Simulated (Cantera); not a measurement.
A Cantera script and its output.

```python
import numpy as np
import cantera as ct

gas = ct.Solution("gri30.yaml")
gas.TPX = 1125, 41000, {'H2': 0.58, 'O2': 1, 'N2': 0.77}
reactor = ct.IdealGasConstPressureReactor(gas, energy="off", clone=False)
net = ct.ReactorNet([reactor])
net.rtol, net.atol = 1e-08, 1e-18
show = ['H2', 'O2', 'OH', 'NO', 'H', 'H2O2']
times = np.geomspace(2e-06, 70, 11)

steps = ct.SolutionArray(gas, extra=["t"])
rows = []
print(f"{'t/s':>10s}{'T/K':>9s}{'P/Pa':>11s}" + "".join(f"{s:>11s}" for s in show))
for t in times:
    while net.time < t:
        t_next = net.step()
        steps.append(gas.state, t=t_next)
    rows.append([np.interp(t, steps.t, y) for y in (steps.T, steps.P, *steps(*show).X.T)])
    print(f"{t:10.3e}{rows[-1][0]:9.1f}{rows[-1][1]:11.4g}" + "".join(f"{x:11.3e}" for x in rows[-1][2:]))
rate = np.gradient(steps.T, steps.t)
print("integrator steps:", len(steps.t))
if steps.T.max() > steps.T[0] + 200:
    print(f"time of steepest temperature rise: {steps.t[rate.argmax()]:.4e} s")
gas.TPX = 1125, 41000, {'H2': 0.58, 'O2': 1, 'N2': 0.77}
gas.equilibrate("TP")
print(f"equilibrium (TP): T = {gas.T:.1f} K  " + "  ".join(f"{s} {gas[s].X[0]:.3e}" for s in show))
```

Output:

```
       t/s      T/K       P/Pa         H2         O2         OH         NO          H       H2O2
 2.000e-06   1125.0    4.1e+04  2.468e-01  4.255e-01  1.295e-10  7.012e-23  1.259e-09  4.090e-13
 1.136e-05   1125.0    4.1e+04  2.468e-01  4.255e-01  3.325e-09  2.333e-20  2.125e-08  1.545e-11
 6.454e-05   1125.0    4.1e+04  2.412e-01  4.229e-01  4.529e-04  2.281e-10  2.541e-03  6.878e-07
 3.666e-04   1125.0    4.1e+04  2.172e-03  3.450e-01  4.188e-04  1.147e-06  4.091e-05  8.637e-06
 2.083e-03   1125.0    4.1e+04  2.042e-04  3.447e-01  1.001e-04  1.063e-06  7.752e-07  1.281e-06
 1.183e-02   1125.0    4.1e+04  4.253e-06  3.446e-01  3.163e-05  1.089e-06  7.648e-09  1.494e-07
 6.722e-02   1125.0    4.1e+04  3.111e-08  3.447e-01  1.079e-05  1.157e-06  1.638e-10  2.150e-08
 3.818e-01   1125.0    4.1e+04  4.192e-09  3.447e-01  4.365e-06  1.170e-06  1.166e-11  3.858e-09
 2.169e+00   1125.0    4.1e+04  1.854e-09  3.447e-01  2.478e-06  1.159e-06  3.127e-12  1.313e-09
 1.232e+01   1125.0    4.1e+04  1.818e-09  3.447e-01  2.404e-06  1.158e-06  2.980e-12  1.241e-09
 7.000e+01   1125.0    4.1e+04  1.817e-09  3.447e-01  2.404e-06  1.158e-06  2.978e-12  1.240e-09
integrator steps: 1704
equilibrium (TP): T = 1125.0 K  H2 1.817e-09  O2 3.446e-01  OH 2.403e-06  NO 9.417e-05  H 2.978e-12  H2O2 1.240e-09
```

Model: GRI-Mech 3.0 (53 species, 325 reactions), integrated in Cantera. The temperature is held fixed by assumption; the heat of reaction is taken as removed at once.
